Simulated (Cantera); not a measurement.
A closed system holds: 1 mol LiCl, 4.1 mol H2, held at 1125 K and 0.0278 Torr.

Method: chemical equilibrium by Gibbs-energy minimisation in Cantera with the NASA 1993 tables (ideal gas, pure condensed phases). Candidate condensed phases: Li, LiCl, LiH; 11 gas species. The numbers say what is thermodynamically allowed, not how fast it happens.

Base state: H2 0.804, LiCl 0.195, Li2Cl2 0.000665, HCl 7.47e-5, Li 7.47e-5 (mole fractions); condensed: gas only.

### Question
What changes in the equilibrium state with this change: temperature from 1125 K to 2100 K?

### Answer
```
species    before    after
-------  --------  -------
H2          0.804    0.456
H         6.55e-6    0.346
LiCl        0.195    0.114
Cl          <1e-9   0.0151
Li        7.47e-5   0.0422
HCl       7.47e-5   0.0271
Li2Cl2   0.000665  1.20e-8
```
